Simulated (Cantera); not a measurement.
Equilibrium for carbon deposition, reforming and gasification: acetone + NH3 + N2 + CO2

Feed: 1 mol acetone, 0.074 mol NH3, 42 mol N2, 1.9 mol CO2, held at 8.70 mbar.

These are equilibrium values from Cantera (NASA tables, ideal gas, pure condensed phases), not measurements of a reactor. Candidate condensed phases: C, C6H6, C7H8, C8H18, H2O; 136 gas species. The feed counts by its element totals alone. Rates play no part.

```json
[
 {"T (°C)": "677", "x N2": "0.842", "x CO": "0.0958", "x H2": "0.0622", "x H": "1.49e-9", "x HCN": "5.11e-7", "x CO2": "0.000134", "x HNC": "5.14e-10", "n C(graphite)": "0.109"},
 {"T (°C)": "777", "x N2": "0.842", "x CO": "0.0961", "x H2": "0.0623", "x H": "2.17e-8", "x HCN": "2.55e-6", "x CO2": "1.72e-5", "x HNC": "5.33e-9", "n C(graphite)": "0.101"},
 {"T (°C)": "877", "x N2": "0.842", "x CO": "0.0961", "x H2": "0.0623", "x H": "2.00e-7", "x HCN": "9.57e-6", "x CO2": "3.17e-6", "x HNC": "3.67e-8", "n C(graphite)": "0.0998"},
 {"T (°C)": "977", "x N2": "0.842", "x CO": "0.0961", "x H2": "0.0623", "x H": "1.29e-6", "x HCN": "2.90e-5", "x CO2": "7.73e-7", "x HNC": "1.85e-7", "n C(graphite)": "0.0986"},
 {"T (°C)": "1077", "x N2": "0.842", "x CO": "0.0961", "x H2": "0.0622", "x H": "6.37e-6", "x HCN": "7.46e-5", "x CO2": "2.34e-7", "x HNC": "7.33e-7", "n C(graphite)": "0.0962"},
 {"T (°C)": "1177", "x N2": "0.842", "x CO": "0.0961", "x H2": "0.0622", "x H": "2.53e-5", "x HCN": "0.000168", "x CO2": "8.43e-8", "x HNC": "2.40e-6", "n C(graphite)": "0.0915"},
 {"T (°C)": "1277", "x N2": "0.841", "x CO": "0.0961", "x H2": "0.0621", "x H": "8.41e-5", "x HCN": "0.000340", "x CO2": "3.48e-8", "x HNC": "6.71e-6", "n C(graphite)": "0.0826"},
 {"T (°C)": "1377", "x N2": "0.841", "x CO": "0.0961", "x H2": "0.0618", "x H": "0.000242", "x HCN": "0.000630", "x CO2": "1.61e-8", "x HNC": "1.65e-5", "n C(graphite)": "0.0674"},
 {"T (°C)": "1477", "x N2": "0.841", "x CO": "0.0961", "x H2": "0.0614", "x H": "0.000618", "x HCN": "0.00109", "x CO2": "8.16e-9", "x HNC": "3.67e-5", "n C(graphite)": "0.0432"},
 {"T (°C)": "1577", "x N2": "0.840", "x CO": "0.0960", "x H2": "0.0606", "x H": "0.00142", "x HCN": "0.00176", "x CO2": "4.48e-9", "x HNC": "7.43e-5", "n C(graphite)": "0.00687"},
 {"T (°C)": "1677", "x N2": "0.839", "x CO": "0.0960", "x H2": "0.0597", "x H": "0.00300", "x HCN": "0.00187", "x CO2": "3.78e-9", "x HNC": "9.67e-5", "n C(graphite)": "0"}
]
```
x: gas mole fraction; n: condensed amount in mol.

From 677 °C to 1577 °C the condensed part is C(graphite). At 1677 °C nothing is condensed. The main C-bearing gas is CO throughout. The share of C in condensed phases is highest at 677 °C (2.2 %) and lowest at 1677 °C (0.0 %).
